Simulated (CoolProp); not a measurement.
Sulfur dioxide along the isobar 23200 kPa: density (kg/m³) from the reference equation and from simpler models built on Tc = 157.5 °C, pc = 7887 kPa, ω = 0.256; each cubic takes its own stable root.

Values from CoolProp's reference Helmholtz-energy equation of state, Gao 2016.

| T (°C) | phase | reference | van der Waals | Redlich-Kwong | Soave-Redlich-Kwong | Peng-Robinson |
|---|---|---|---|---|---|---|
| 18.45 | liquid | 1426 | 883.1 | 1253 | 1287 | 1448 |
| 32.25 | liquid | 1393 | 868.5 | 1224 | 1258 | 1416 |
| 46.05 | liquid | 1358 | 853.4 | 1193 | 1227 | 1382 |
| 59.85 | liquid | 1323 | 838.0 | 1161 | 1194 | 1345 |
| 73.65 | liquid | 1287 | 822.0 | 1128 | 1159 | 1305 |
| 87.45 | liquid | 1249 | 805.6 | 1093 | 1122 | 1263 |
| 101.25 | liquid | 1209 | 788.6 | 1057 | 1082 | 1217 |
| 115.05 | liquid | 1167 | 771.0 | 1019 | 1040 | 1168 |
| 128.85 | liquid | 1123 | 752.8 | 979.4 | 995.3 | 1115 |
| 142.65 | liquid | 1076 | 733.9 | 938.3 | 947.3 | 1059 |
| 156.45 | liquid | 1026 | 714.4 | 895.5 | 896.2 | 998.0 |
| 170.25 | supercritical | 971.6 | 694.0 | 851.1 | 842.0 | 933.3 |
